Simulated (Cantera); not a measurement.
# Thermodynamics of abatement and gas-phase synthesis, feed SO2 + H2 + O2

A closed system holds: 1 mol SO2, 0.93 mol H2, 0.35 mol O2, at 0.100 bar.

These are equilibrium values from Cantera (NASA tables, ideal gas, pure condensed phases), not measurements of a reactor. Candidate condensed phases: H2O, H2SO4, S; 19 gas species. Gases not in the tables: S3 to S7. Kinetics and transport are ignored.

From 550 K to 1300 K nothing is condensed.

```json
[
 {"T (K)": "550", "x H2O": "0.502", "x SO2": "0.485", "x S2": "0.000440", "x H2S": "0.00516", "x H2": "9.41e-7", "x S8": "0.00675"},
 {"T (K)": "625", "x H2O": "0.487", "x SO2": "0.487", "x S2": "0.00517", "x H2S": "0.0169", "x H2": "8.97e-6", "x S8": "0.00321"},
 {"T (K)": "700", "x H2O": "0.478", "x SO2": "0.485", "x S2": "0.0139", "x H2S": "0.0213", "x H2": "4.25e-5", "x S8": "4.16e-5"},
 {"T (K)": "775", "x H2O": "0.482", "x SO2": "0.483", "x S2": "0.0171", "x H2S": "0.0170", "x H2": "0.000133", "x S8": "1.27e-7"},
 {"T (K)": "850", "x H2O": "0.484", "x SO2": "0.481", "x S2": "0.0195", "x H2S": "0.0137", "x H2": "0.000341", "x S8": "9.28e-10"},
 {"T (K)": "925", "x H2O": "0.486", "x SO2": "0.479", "x S2": "0.0212", "x H2S": "0.0112", "x H2": "0.000747", "x S8": "1.41e-11"},
 {"T (K)": "1000", "x H2O": "0.487", "x SO2": "0.478", "x S2": "0.0224", "x H2S": "0.00935", "x H2": "0.00146", "x S8": "<1e-12"},
 {"T (K)": "1075", "x H2O": "0.487", "x SO2": "0.478", "x S2": "0.0232", "x H2S": "0.00793", "x H2": "0.00258", "x S8": "<1e-12"},
 {"T (K)": "1150", "x H2O": "0.486", "x SO2": "0.478", "x S2": "0.0235", "x H2S": "0.00680", "x H2": "0.00424", "x S8": "<1e-12"},
 {"T (K)": "1225", "x H2O": "0.484", "x SO2": "0.478", "x S2": "0.0236", "x H2S": "0.00588", "x H2": "0.00653", "x S8": "<1e-12"},
 {"T (K)": "1300", "x H2O": "0.481", "x SO2": "0.478", "x S2": "0.0233", "x H2S": "0.00511", "x H2": "0.00954", "x S8": "<1e-12"}
]
```
x: gas mole fraction; nothing condenses.
